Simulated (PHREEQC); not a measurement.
A solution holds 0.56 mol MgSO4 and 0.00076 mol H4SiO4 per kg of water, at 25 °C. Closed to the air; pH follows from the charge balance.

Equilibrium calculation in PHREEQC: Pitzer model, pitzer.dat.

Each row changes one thing in this solution. Precipitation was switched off in this run.

```csv
case,pH,HSO4- (mol/kgw),MgOH+ (mol/kgw),SI of Epsomite (MgSO4:7H2O),SI of Hexahydrite (MgSO4:6H2O)
as made,6.42,1.33e-6,6.14e-7,-0.96,-1.24
diluted 5-fold with water,6.74,3.75e-7,2.98e-7,-1.65,-1.93
H4SiO4 left out,6.64,7.90e-7,1.03e-6,-0.96,-1.24
temperature from 25 to 60 °C,6.19,5.87e-6,4.60e-6,-1.33,-1.31
H4SiO4 from 0.00076 to 0.00038 mol/kgw,6.50,1.09e-6,7.46e-7,-0.96,-1.24
```

In brines, pH and single-ion activities rest on the MacInnes convention. Away from 25 °C the constants follow the database's enthalpies or fits; those with neither stay at their 25 °C values.
